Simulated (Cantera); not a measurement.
Input: 1 mol SiO2, 0.47 mol CH4, 0.039 mol CO, 3.8 mol C, held at 1902 °C and 1.00 bar.

Method: chemical equilibrium by Gibbs-energy minimisation in Cantera with the NASA 1993 tables (ideal gas, pure condensed phases). Candidate condensed phases: C, C6H6, C7H8, C8H18, H2O, Si, SiC, SiO2; 123 gas species. Equilibrium is a limit: real reactors are often held back by kinetics, nucleation or transport.

Base state: CO 0.674, H2 0.313, SiO 0.00911, H 0.00273, C2H2 (acetylene) 0.000698, Si 2.87e-5, CH4 2.72e-5, H2O 1.31e-5 (mole fractions); condensed: C(graphite) + SiC(s).

Q: What changes in the equilibrium state with this change: pressure from 1.00 bar to 0.0110 bar?

A: 
| species | before | after |
|---|---|---|
| CO | 0.674 | 0.665 |
| H2 | 0.313 | 0.297 |
| H | 0.00273 | 0.0254 |
| SiO | 0.00911 | 0.00898 |
| CH4 | 2.72e-5 | 2.70e-7 |
| H2O | 1.31e-5 | 1.35e-7 |
| SiC2 | 2.50e-6 | 0.000227 |
| Si | 2.87e-5 | 0.00261 |
| C(graphite), mol | 1.32 | 1.33 |
| SiC(s), mol | 0.973 | 0.963 |
